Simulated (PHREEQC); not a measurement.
Synthetic water in mg/kgw, 70 °C, pH 3.38, pe 8.8: Na 102; K 10.2; Ca 229; Mg 45.5; Cl 233; S(6) as SO4 667; Pb 9.29.

Valence states are taken as typed.

All values are PHREEQC results (ion-association model, wateq4f.dat), not measurements.

This is a speciation only: nothing precipitates in the calculation.

Task: Predict the ionic strength.

Result: ionic strength 0.0253 mol/kgw.

Task: In which forms is S present?

Result: SO4-2 61 %, CaSO4 21 %, MgSO4 12 %, HSO4- 4.8 %, NaSO4- 0.9 % of the S.

Species that the database lacks are ignored. At this temperature some constants are extrapolated from 25 °C, and those without enthalpy data are left unchanged.
